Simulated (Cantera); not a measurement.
Mixture: H₂ : O₂ : N₂ = 1 : 0.847 : 3.19 (molar parts), at 760 Torr, adiabatic and at constant pressure. Ignition delay is the time to a rise of 400 K.

Model: the H2/O2 subset of GRI-Mech 3.0, which has no nitrogen chemistry, integrated in Cantera. Where the delays flatten at high temperature, the 400 K rule measures the pace of heat release, not the induction time.

**Question.** What does this change do: pressure from 760 Torr to 10500 Torr?

**Answer.** 
```csv
quantity,before,after
delay at 950 K,9.01 ms,32.5 ms
delay at 1000 K,0.300 ms,9.77 ms
delay at 1050 K,0.143 ms,3.18 ms
delay at 1100 K,90.9 µs,1.08 ms
delay at 1150 K,64.6 µs,0.372 ms
delay at 1200 K,49.2 µs,0.119 ms
delay at 1250 K,39.4 µs,29.5 µs
```
The hydrogen kinetics of GRI-Mech 3.0 are dated; newer H2 mechanisms differ, most at raised pressure. The pressure lies above the range GRI-Mech 3.0 was tuned for (to about 10 atm).

**Question.** What does this change do: 0.064 parts H2O added?

**Answer.** 
| quantity | before | after |
|---|---|---|
| delay at 950 K | 9.01 ms | 22.1 ms |
| delay at 1000 K | 0.300 ms | 0.372 ms |
| delay at 1050 K | 0.143 ms | 0.156 ms |
| delay at 1100 K | 90.9 µs | 95.2 µs |
| delay at 1150 K | 64.6 µs | 66.6 µs |
| delay at 1200 K | 49.2 µs | 50.3 µs |
| delay at 1250 K | 39.4 µs | 40.1 µs |
